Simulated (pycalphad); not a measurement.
Computed with pycalphad from the COST 507 light-alloy database (1999), at 1 atm. These are 1990s assessments: newer ones move some temperatures and phases. Phase fractions are per mole of atoms.

Give the equilibrium state of Al-0.82Si-4.21C (at.%) at 1570 K.

liquid, fraction 0.902, with 0.90 Si, 0.03 C at.%; AL4C3, fraction 0.098, with 0.04 Si, 42.9 C at.%.

Give the equilibrium state of Al-0.82Si-4.21C (at.%) at 610 K.

fcc, fraction 0.903, with 0.10 Si, <0.01 C at.%; AL8SIC7, fraction 0.096, with 6.2 Si, 43.8 C at.%; diamond (Si), fraction 0.001, with >99.99 Si, <0.01 C at.%.

Database names, with the compositions (at.%) that they take in these runs: AL4C3: Al 57 C 43; AL8SIC7: Al 50 C 44 Si 6.
